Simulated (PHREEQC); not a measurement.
Dissolve 0.0012 mol KH2PO4, 0.1 mol Na2SO4 and 0.0005 mol NaCl per kg of water at 95 °C. Closed to the air; pH follows from the charge balance.

Computed with PHREEQC (ion-association model, phreeqc.dat).

No solid was allowed to form.

Question: What pH, ionic strength, density does the model give?

Answer: pH 5.36; ionic strength 0.257 mol/kgw; density 0.974 g/cm³.

Question: In which forms is S present?

Answer: SO4-2 78 %, NaSO4- 22 % of the S.

Complexes and solids missing from the database can't appear. Away from 25 °C the constants follow the database's enthalpies or fits; those with neither stay at their 25 °C values.
